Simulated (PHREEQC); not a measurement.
Model water analysis in mg/kgw, 25 °C, pH 3.4, pe 11.2: Na 2.88; K 13.5; Ca 70.8; Mg 17.1; Cl 27.7; S(6) as SO4 261; Si as SiO2 0.238; Pb 30.1; Mn(2) 5.06.

Valence states are taken as typed.

The numbers come from PHREEQC with the ion-association model, phreeqc.dat.

Precipitation was switched off in this run.

Question: Order these S species by the share of S that they hold, largest first: PbSO4, SO4-2, MgSO4, HSO4-, CaSO4.

Answer: SO4-2 (81 %), CaSO4 (9.7 %), MgSO4 (4.9 %), HSO4- (2.3 %), PbSO4 (1.9 %)

The pH is 3.40 and the ionic strength 0.00974 mol/kgw. Examples of supersaturated solids here: Anglesite. Others may be too.
